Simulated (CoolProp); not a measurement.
Vapour-liquid equilibrium of toluene (1) + ethylbenzene (2) at 0.213 MPa; x and y are mole fractions of (1).

Values from CoolProp's multi-fluid Helmholtz-energy mixture model, Lemmon 2006 and Zhou 2012; pair parameters Bell 2016.

Problem. Give the bubble temperature and the first vapour's composition at x = 0.25, 0.35, 0.85. Is there an azeotrope?

Solution. x = 0.25: 158.0 °C, y = 0.368; x = 0.35: 155.2 °C, y = 0.484; x = 0.85: 142.5 °C, y = 0.915. No azeotrope shows between x = 0.05 and 0.95.

The pair parameters rest on a limited set of measurements; away from them the model extrapolates.
